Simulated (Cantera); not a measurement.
Charge: 1 mol SiH₄, 2.2 mol N₂O, 1.7 mol N₂, 2.9 mol CO₂, held at 673.15 K and 10.0 mbar.

Method: chemical equilibrium by Gibbs-energy minimisation in Cantera with the NASA 1993 tables (ideal gas, pure condensed phases). The numbers say what is thermodynamically allowed, not how fast it happens.

```
species               before    after
-------------------  -------  -------
N₂                     0.446    0.391
CO₂                    0.283    0.278
H₂                     0.147    0.187
H₂O                   0.0749   0.0926
CO                    0.0456   0.0459
CH₄                  0.00321  0.00529
SiO₂(α-quartz), mol     1.00     1.00
C(graphite), mol           0    0.625
```
Gas species are given as mole fractions.

Q: Which change was made?
A) temperature from 673.15 K to 1025 K
B) N₂O from 2.2 to 14 mol
C) SiH₄ replaced by HMDSO
D) N₂O from 2.2 to 1 mol

A: D, N₂O from 2.2 to 1 mol
